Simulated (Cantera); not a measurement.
Ignition delay

Mixture: H2 : O2 : N2 = 1 : 1.16 : 5.23 (molar parts), at 3680 Torr, adiabatic and at constant pressure. Ignition delay is the time to a rise of 400 K.

Computed with Cantera and GRI-Mech 3.0 (53 species, 325 reactions). The hydrogen kinetics of GRI-Mech 3.0 are dated; newer H2 mechanisms differ, most at raised pressure. Below about 950 K walls govern HO2 and H2O2 in real vessels.

| T0 (K) | delay (ms) |
|---|---|
| 900 | 297 |
| 975 | 34.8 |
| 1050 | 4.06 |
| 1125 | 0.138 |
| 1200 | 0.0195 |
| 1275 | 0.0103 |
| 1350 | 0.00693 |
| 1425 | 0.00521 |

```yaml
apparent activation energy between 1275 and 1425 K: 69 kJ/mol
```
